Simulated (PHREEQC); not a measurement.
Synthetic water in mg/kgw, 20 °C, pH 7.36, pe 11.6:

| constituent | mg/kgw |
|---|---|
| Na | 2100 |
| K | 98.4 |
| Ca | 110 |
| Mg | 104 |
| Cl | 3260 |
| S(6) as SO4 | 560 |
| Alkalinity as HCO3 | 1.06 |
| Li | 0.215 |
| Ni | 18.2 |

Valence states are taken as typed.

Model: ion-association model, wateq4f.dat, run in PHREEQC.

Precipitation was switched off in this run.

### Question
Predict the charge-balance error.

### Answer
charge-balance error 2.4 %.

### Question
In which forms is C present?

### Answer
HCO3- 60 %, NiCO3 30 %, CO2 4.8 %, NaHCO3 1.8 %, MgHCO3+ 1.1 %, NiHCO3+ 0.8 % of the C.

Examples of supersaturated solids here: Ni(OH)2. Others may be too.
